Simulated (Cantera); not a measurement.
## B₂H₆ + NH₃ + H₂O (boron, boron nitride and boron oxide)

A closed system holds: 1 mol B₂H₆, a varied amount of NH₃, 0.28 mol H₂O, held at 100000 Pa.

Cantera equilibrium calculation (NASA polynomials, part measured and part estimated; ideal gas, pure solids and liquids). Candidate condensed phases: B, BN, B₂O₃, B₃O₃H₃, H₂O; 39 gas species. The feed counts by its element totals alone. Mutual solubility and eutectic melting of coexisting phases are not modelled. Gases not in the tables: H₃BO₃. Equilibrium is a limit: real reactors are often held back by kinetics, nucleation or transport.

Task: Map the stable condensed phases over T = 1050, 1150, 1250, 1350, 1450, 1550, 1650, 1750, 1850, 1950, 2050 °C and n(NH₃) in mol = 0.43, 0.78, 1.1, 1.5, 1.8, 2.2, 2.6, 2.9, 3.3.

Result: 
```
T in °C \ n(NH₃) in mol
         0.43 0.78  1.1  1.5  1.8  2.2  2.6  2.9  3.3
   2050     A    A    A    A    B    B    B    B    B
   1950     A    A    A    A    B    B    B    B    B
   1850     A    A    A    A    B    B    B    B    B
   1750     A    A    A    A    B    B    B    B    B
   1650     A    A    A    A    B    B    B    B    B
   1550     A    A    A    A    B    B    B    B    B
   1450     C    C    A    A    D    D    D    D    D
   1350     C    C    C    C    D    D    D    D    D
   1250     C    C    C    C    D    D    D    D    D
   1150     C    C    C    C    D    D    D    D    D
   1050     C    C    C    C    D    D    D    D    D
```
A: B + BN; B: BN; C: B + BN + B₂O₃; D: BN + B₂O₃.
